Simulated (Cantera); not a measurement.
What does this Cantera script print?

```python
import numpy as np
import cantera as ct

surf = ct.Interface("ptcombust.yaml", "Pt_surf")
gas = surf.adjacent["gas"]
gas.TPX = 300, 39000, {'CH4': 0.039, 'O2': 0.19, 'N2': 0.79}
jet = ct.ImpingingJet(gas=gas, width=0.083, surface=surf)
jet.inlet.mdot, jet.inlet.T, jet.inlet.X = 0.049, 300, {'CH4': 0.039, 'O2': 0.19, 'N2': 0.79}
jet.set_refine_criteria(ratio=10, slope=0.2, curve=0.3)
show, cover = ['CH4', 'O2', 'H2O', 'OH', 'CO', 'CO2'], ["PT(S)", "H(S)", "O(S)", "OH(S)", "CO(S)", "C(S)"]

rows = []
print(f"{'Ts/K':>7s}" + "".join(f"{s:>11s}" for s in show + cover) + "   (gas at the wall, coverages)")
for i, Ts in enumerate([950, 1000, 1050, 1100, 1150, 1200, 1250, 1300]):
    jet.surface.T = Ts
    if i == 0:
        surf.TP = Ts, 39000
        surf.coverages = "PT(S):0.5, O(S):0.5"
        surf.advance_coverages(1.0)
        jet.set_initial_guess(products="inlet")
    jet.solve(loglevel=0, auto=(i == 0))
    rows.append([*(jet.X[gas.species_index(s), -1] for s in show), *surf[cover].coverages])
    print(f"{Ts:7g}" + "".join(f"{x:11.3e}" for x in rows[-1]))
```

Result:

```
   Ts/K        CH4         O2        H2O         OH         CO        CO2      PT(S)       H(S)       O(S)      OH(S)      CO(S)       C(S)   (gas at the wall, coverages)
    950  1.142e-02  1.291e-01  4.996e-02  7.522e-08  4.764e-06  3.304e-02  1.783e-01  2.513e-07  8.188e-01  2.889e-03  8.039e-06  3.846e-08
   1000  7.057e-03  1.199e-01  5.785e-02  1.990e-07  3.946e-06  3.834e-02  2.377e-01  5.603e-07  7.594e-01  2.876e-03  5.201e-06  3.250e-08
   1050  4.147e-03  1.144e-01  6.261e-02  5.141e-07  5.873e-06  4.123e-02  2.989e-01  1.085e-06  6.983e-01  2.722e-03  3.351e-06  2.397e-08
   1100  2.388e-03  1.108e-01  6.585e-02  1.102e-06  7.761e-06  4.329e-02  3.606e-01  1.913e-06  6.368e-01  2.513e-03  2.233e-06  1.642e-08
   1150  1.058e-03  1.079e-01  6.868e-02  2.181e-06  1.026e-05  4.490e-02  4.217e-01  3.160e-06  5.760e-01  2.293e-03  1.509e-06  8.362e-09
   1200  1.899e-09  1.069e-01  7.332e-02  4.221e-06  3.175e-07  4.326e-02  4.799e-01  5.001e-06  5.180e-01  2.105e-03  2.493e-08  1.676e-14
   1250  6.066e-12  1.078e-01  7.422e-02  7.204e-06  5.094e-08  4.171e-02  5.351e-01  7.394e-06  4.630e-01  1.876e-03  3.432e-09  6.773e-17
   1300  2.221e-13  1.082e-01  7.466e-02  1.201e-05  1.966e-08  4.101e-02  5.877e-01  1.056e-05  4.107e-01  1.662e-03  1.140e-09  8.281e-18
```

Model: Deutschmann's 1995 Pt surface mechanism with GRI-Mech 3.0 gas chemistry, integrated in Cantera. Catalytic surfaces can have several steady states; this one follows from the mechanism file's or the stated starting coverage.
